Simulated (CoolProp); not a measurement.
Propylene at 293.15 K and 14.2 MPa is throttled through a valve to 3.06 MPa with no heat exchange. Each further row changes one setting.

Computed with CoolProp (reference Helmholtz-energy equation of state, Lemmon 2013).

| case | temperature change (K) | final phase | final density (kg/m³) |
|---|---|---|---|
| as stated | [?] | liquid | 518 |
| outlet pressure 0.918 MPa | [?] | [?] | 247 |
| outlet pressure 3.98 MPa | [?] | liquid | [?] |

Task: Complete the blanks.

Result: 
- as stated, temperature change (K): +1.8
- outlet pressure 0.918 MPa, temperature change (K): -3.9
- outlet pressure 0.918 MPa, final phase: two-phase, vapour fraction 0.043
- outlet pressure 3.98 MPa, temperature change (K): +1.7
- outlet pressure 3.98 MPa, final density (kg/m³): 521
